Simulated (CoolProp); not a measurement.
A closed Brayton cycle with carbon dioxide: compressor inlet 310.15 K and 9.9 MPa, high pressure 22.1 MPa, turbine inlet 635 K, compressor efficiency 0.89, turbine efficiency 0.93, recuperator effectiveness 0.9 (on enthalpy, no pinch check). Each further row changes one setting.

The numbers come from the reference Helmholtz-energy equation of state, Span 1996 in CoolProp.

| case | thermal efficiency (%) | net work (kJ/kg) | compressor to turbine work | compressor exit (K) | turbine exit (K) |
|---|---|---|---|---|---|
| as stated | (withheld) | 62.0 | 0.23 | 332.3 | 548.3 |
| turbine inlet 585 K | 26.3 | 53.4 | (withheld) | 332.3 | 501.8 |
| compressor inlet 320.15 K | 27.1 | (withheld) | 0.33 | (withheld) | 548.3 |
| high pressure 18.8 MPa | (withheld) | 51.9 | (withheld) | 327.3 | 565.5 |
| recuperator effectiveness 0.5 | 18.5 | 62.0 | 0.23 | 332.3 | 548.3 |

Task: What belongs in the gaps?

Result: 
- as stated, thermal efficiency (%): 28.6
- turbine inlet 585 K, compressor to turbine work: 0.26
- compressor inlet 320.15 K, net work (kJ/kg): 54.2
- compressor inlet 320.15 K, compressor exit (K): 364.2
- high pressure 18.8 MPa, thermal efficiency (%): 26.8
- high pressure 18.8 MPa, compressor to turbine work: 0.21
